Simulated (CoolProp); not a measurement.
Vapour pressure (kPa) of carbon dioxide: the reference equation beside estimates from Tc = 304.1 K, pc = 7377 kPa, ω = 0.224.

Values from CoolProp's reference Helmholtz-energy equation of state, Span 1996.

| T (K) | reference | Lee-Kesler | van der Waals | Redlich-Kwong | Soave-Redlich-Kwong | Peng-Robinson |
|---|---|---|---|---|---|---|
| 222 | 651.0 | 651.9 | 1825 | 909.8 | 651.9 | 647.1 |
| 227.4 | 808.0 | 808.6 | 2053 | 1099 | 809.2 | 801.8 |
| 232.8 | 991.6 | 991.7 | 2299 | 1314 | 993.7 | 983.2 |
| 238.2 | ___ | 1204 | 2562 | 1557 | 1208 | 1194 |
| 243.6 | 1449 | 1447 | 2844 | 1830 | ___ | 1437 |
| 249 | 1729 | 1725 | 3145 | 2134 | 1737 | 1715 |
| 254.4 | 2047 | 2041 | 3465 | 2471 | 2058 | 2032 |
| 259.8 | 2405 | 2396 | 3805 | 2842 | 2421 | 2391 |
| 265.2 | 2807 | 2795 | 4164 | 3249 | 2828 | 2794 |
| 270.6 | 3256 | 3242 | 4544 | 3694 | 3283 | 3246 |
| 276 | 3755 | 3740 | 4945 | 4178 | 3789 | 3751 |
| 281.4 | 4310 | ___ | 5367 | 4701 | 4350 | 4311 |
| 286.8 | 4924 | 4910 | 5810 | 5267 | 4967 | 4931 |
| 292.2 | 5602 | 5593 | 6274 | 5875 | 5646 | 5616 |
| 297.6 | 6353 | 6350 | 6760 | 6528 | 6389 | 6369 |

**Question.** Complete the blanks.

**Answer.** 
- 238.2, reference: 1205
- 243.6, Soave-Redlich-Kwong: 1455
- 281.4, Lee-Kesler: 4294

Absolute difference from the reference over all 15 rows, mean and median: Lee-Kesler 0.2 and 0.2 %, van der Waals 71.0 and 58.2 %, Redlich-Kwong 19.3 and 18.2 %, Soave-Redlich-Kwong 0.6 and 0.6 %, Peng-Robinson 0.5 and 0.6 %.
